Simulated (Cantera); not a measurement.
A perfectly stirred reactor is fed with C3H8 : H2 = 1 : 10 (molar parts), at 101000 Pa; it is held at 1450 K, and followed from long to short residence time.

Cantera simulation using GRI-Mech 3.0 (53 species, 325 reactions); the numbers are that mechanism's predictions, not measurements. GRI-Mech 3.0 was tuned for natural gas; its chemistry of propane as a main component is partial and can be far from experiment. GRI-Mech 3.0 stops at C3 and has no aromatics, soot or wall deposition, so with more carbon than oxygen in the feed, carbon stays in small species such as C2H2 where larger ones or solid carbon would form.

x: mole fraction; the columns are a selection and need not sum to one.

| τ (s) | x C3H8 | x H2 | x C2H4 | x CH4 | x C2H |
|---|---|---|---|---|---|
| 7.3 | 4.86e-6 | 0.794 | 0.0126 | 0.160 | 5.48e-10 |
| 2.3 | 1.36e-5 | 0.805 | 0.0150 | 0.142 | 7.57e-10 |
| 0.71 | 3.66e-5 | 0.818 | 0.0181 | 0.121 | (withheld) |
| 0.22 | 9.39e-5 | 0.827 | 0.0214 | 0.104 | (withheld) |
| 0.068 | 0.000233 | 0.833 | 0.0253 | 0.0948 | (withheld) |
| 0.021 | 0.000569 | 0.834 | 0.0309 | 0.0906 | (withheld) |
| 0.0066 | 0.00135 | 0.835 | 0.0395 | 0.0883 | 3.95e-9 |
| 0.0021 | 0.00318 | 0.836 | 0.0502 | 0.0853 | 3.78e-9 |
| 0.00064 | 0.00775 | 0.840 | 0.0592 | 0.0787 | (withheld) |
| 0.00020 | 0.0186 | 0.849 | 0.0589 | 0.0657 | (withheld) |

Complete the blanks.


- 0.71, x C2H: 1.16e-9
- 0.22, x C2H: 1.77e-9
- 0.068, x C2H: 2.57e-9
- 0.021, x C2H: 3.40e-9
- 0.00064, x C2H: 2.70e-9
- 0.00020, x C2H: 1.24e-9
